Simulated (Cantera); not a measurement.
Input (Python, Cantera) and output of one run.

```python
import numpy as np
import cantera as ct

gas_names = """
    AL ALH ALO ALOH ALO2 ALO2H AL2 AL2O AL2O2 H HALO HO2 H2 H2O H2O2 O OH O2 O3
""".split()
cond_names = """
    AL(cr) AL(L) AL2O3(a) AL2O3(L) H2O(s) H2O(L)
""".split()


def load(file, names, dense=False):
    # The tables refer to 1 bar. Condensed volumes are neglected.
    table = {s.name: s for s in ct.Species.list_from_file(file)}
    out = []
    for n in names:
        d = dict(table[n].input_data)
        d["thermo"] = dict(d["thermo"], **{"reference-pressure": 1e5})
        if dense:
            d["equation-of-state"] = {"model": "constant-volume", "density": "1e6 g/cm^3"}
        out.append(ct.Species.from_dict(d))
    return out


gas = ct.Solution(thermo="ideal-gas", species=load("nasa_gas.yaml", gas_names))
cond = {s.name: ct.Solution(thermo="fixed-stoichiometry", species=[s], name=s.name)
        for s in load("nasa_condensed.yaml", cond_names, dense=True)}
atoms = {
    'Al2O3': {'AL': 2, 'O': 3},
    'H2': {'H': 2},
}
top_T = {}  # K; cautious upper limits of use, not melting points


def equilibrate(T, P, feed):
    n = {}
    for name, mol in feed.items():
        for a, k in atoms[name].items():
            n[a] = n.get(a, 0.0) + k * mol
    gas.TPX = T, P, n
    mass = sum(n.values()) * gas.mean_molecular_weight
    gas.equilibrate("TP")
    valid = [c for c in cond.values() if c.min_temp <= T <= top_T.get(c.name, c.max_temp)]
    mix = ct.Mixture([(gas, mass / gas.mean_molecular_weight)] + [(c, 0.0) for c in valid])
    mix.T, mix.P = T, P
    mix.equilibrate("TP", solver="vcs", rtol=1e-11, max_steps=5000)
    return mix


results = []
feed = {'Al2O3': 1, 'H2': 2200}  # mol
P = 110  # Pa
for T in [1498, 1548, 1598, 1648, 1698, 1748, 1798, 1848, 1898, 1948, 1998]:
    mix = equilibrate(T, P, feed)
    results.append((T, P, feed, dict(zip(mix.species_names, mix.species_moles))))

top = {s: max(r[3][s] / sum(r[3][g] for g in gas_names) for r in results) for s in gas_names}
cols = sorted((s for s in top if top[s] > 1e-06), key=lambda s: -top[s])[:9]
seen = [c for c in cond_names if any(r[3].get(c, 0) > 1e-12 for r in results)]
print("log10 of partial pressures in bar; condensed amounts in mol")
print(f"{'T/K':>10s}" + "".join(f"{s[:9]:>10s}" for s in cols + seen))
for T, P, feed, n in results:
    ng = sum(n[g] for g in gas_names)
    print(f"{T:10.4g}" + "".join(f"{np.log10(max(n[s] / ng * P / 1e5, 1e-99)):10.3f}" for s in cols)
          + "".join(f"{n.get(c, 0):10.4g}" for c in seen))
```

Result:

```
log10 of partial pressures in bar; condensed amounts in mol
       T/K        H2         H       H2O        AL      AL2O      ALOH       ALH        OH       ALO  AL2O3(a)
      1498    -2.959    -6.244    -8.552    -8.769   -10.215   -10.334   -10.163   -13.385   -13.597    0.9981
      1548    -2.959    -5.991    -8.202    -8.420    -9.790    -9.936    -9.897   -12.710   -12.914    0.9956
      1598    -2.959    -5.754    -7.874    -8.094    -9.395    -9.563    -9.648   -12.078   -12.274    0.9906
      1648    -2.960    -5.530    -7.566    -7.789    -9.025    -9.215    -9.416   -11.484   -11.674    0.9808
      1698    -2.961    -5.320    -7.277    -7.503    -8.679    -8.888    -9.198   -10.925   -11.110    0.9624
      1748    -2.962    -5.122    -7.004    -7.235    -8.355    -8.580    -8.994   -10.399   -10.578     0.929
      1798    -2.963    -4.935    -6.748    -6.982    -8.050    -8.291    -8.803    -9.901   -10.078    0.8706
      1848    -2.966    -4.758    -6.505    -6.745    -7.764    -8.019    -8.624    -9.431    -9.605    0.7715
      1898    -2.969    -4.592    -6.276    -6.521    -7.495    -7.763    -8.457    -8.986    -9.157    0.6085
      1948    -2.974    -4.434    -6.061    -6.310    -7.243    -7.521    -8.300    -8.564    -8.734    0.3474
      1998    -2.981    -4.285    -5.880    -6.128    -7.062    -7.334    -8.170    -8.187    -8.372         0
```

Method: chemical equilibrium by Gibbs-energy minimisation in Cantera with the NASA 1993 tables (ideal gas, pure condensed phases). The tables' values for AlOH are old estimates; treat these amounts as uncertain.
